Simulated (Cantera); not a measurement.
Cantera run, input and output.

```python
import numpy as np
import cantera as ct

gas = ct.Solution("gri30.yaml")
gas.TPX = 1575, 100000, {'CO': 1, 'H2': 0.034, 'CH4': 0.28, 'O2': 0.979, 'N2': 3.68, 'CO2': 0.78}
reactor = ct.IdealGasConstPressureReactor(gas, energy="on", clone=False)
net = ct.ReactorNet([reactor])
net.rtol, net.atol = 1e-08, 1e-16
show = ['CO', 'H2', 'CH4', 'H2O', 'NO']
times = np.geomspace(6e-06, 1, 13)

steps = ct.SolutionArray(gas, extra=["t"])
rows = []
print(f"{'t/s':>10s}{'T/K':>9s}{'P/Pa':>11s}" + "".join(f"{s:>11s}" for s in show))
for t in times:
    while net.time < t:
        t_next = net.step()
        steps.append(gas.state, t=t_next)
    rows.append([np.interp(t, steps.t, y) for y in (steps.T, steps.P, *steps(*show).X.T)])
    print(f"{t:10.3e}{rows[-1][0]:9.1f}{rows[-1][1]:11.4g}" + "".join(f"{x:11.3e}" for x in rows[-1][2:]))
rate = np.gradient(steps.T, steps.t)
print("integrator steps:", len(steps.t))
if steps.T.max() > steps.T[0] + 200:
    print(f"time of steepest temperature rise: {steps.t[rate.argmax()]:.4e} s")
gas.TPX = 1575, 100000, {'CO': 1, 'H2': 0.034, 'CH4': 0.28, 'O2': 0.979, 'N2': 3.68, 'CO2': 0.78}
gas.equilibrate("HP")
print(f"equilibrium (HP): T = {gas.T:.1f} K  " + "  ".join(f"{s} {gas[s].X[0]:.3e}" for s in show))
```

Output:

```
       t/s      T/K       P/Pa         CO         H2        CH4        H2O         NO
 6.000e-06   1575.0      1e+05  1.481e-01  5.035e-03  4.146e-02  9.194e-07  1.690e-14
 1.634e-05   1575.0      1e+05  1.481e-01  5.035e-03  4.145e-02  4.124e-06  6.555e-14
 4.451e-05   1575.0      1e+05  1.481e-01  5.036e-03  4.142e-02  2.063e-05  2.876e-13
 1.212e-04   1575.5      1e+05  1.480e-01  5.040e-03  4.117e-02  1.787e-04  2.265e-12
 3.302e-04   1653.7      1e+05  1.497e-01  1.006e-02  2.783e-02  1.192e-02  1.594e-09
 8.993e-04   2571.2      1e+05  1.019e-01  5.735e-03  1.705e-16  7.495e-02  5.770e-04
 2.449e-03   2639.9      1e+05  9.487e-02  5.146e-03  2.545e-16  7.708e-02  2.891e-03
 6.672e-03   2634.8      1e+05  9.497e-02  5.175e-03  2.650e-16  7.727e-02  6.627e-03
 1.817e-02   2632.0      1e+05  9.504e-02  5.192e-03  2.703e-16  7.736e-02  8.504e-03
 4.949e-02   2631.8      1e+05  9.504e-02  5.193e-03  2.706e-16  7.736e-02  8.590e-03
 1.348e-01   2631.8      1e+05  9.504e-02  5.193e-03  2.706e-16  7.736e-02  8.590e-03
 3.672e-01   2631.8      1e+05  9.504e-02  5.193e-03  2.706e-16  7.736e-02  8.590e-03
 1.000e+00   2631.8      1e+05  9.504e-02  5.193e-03  2.706e-16  7.736e-02  8.590e-03
integrator steps: 1778
time of steepest temperature rise: 3.6011e-04 s
equilibrium (HP): T = 2631.8 K  CO 9.504e-02  H2 5.193e-03  CH4 3.711e-16  H2O 7.736e-02  NO 8.590e-03
```

Computed with Cantera and GRI-Mech 3.0 (53 species, 325 reactions).
